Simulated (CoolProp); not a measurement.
Methane at several states: density (kg/m³) from the reference equation and from simpler models built on Tc = 190.6 K, pc = 4599 kPa, ω = 0.011; each cubic takes its own stable root.

Values from CoolProp's reference Helmholtz-energy equation of state, Setzmann 1991.

```tsv
T (K)	p (kPa)	phase	reference	van der Waals	Redlich-Kwong	Soave-Redlich-Kwong	Peng-Robinson
438.8	2920	gas	12.92	13.04	12.95	12.88	12.99
337.1	16.2	gas	0.09274	0.09275	0.09274	0.09274	0.09275
190	2640	gas	(withheld)	(withheld)	34.96	34.96	35.90
111.2	16300	liquid	(withheld)	307.0	(withheld)	(withheld)	(withheld)
337	137	gas	0.7855	0.7859	0.7857	0.7855	0.7860
```

### Question
Fill in the missing entries.

### Answer

- 190, reference: 34.90
- 190, van der Waals: 33.83
- 111.2, reference: 436.4
- 111.2, Redlich-Kwong: 442.1
- 111.2, Soave-Redlich-Kwong: 437.7
- 111.2, Peng-Robinson: 491.5
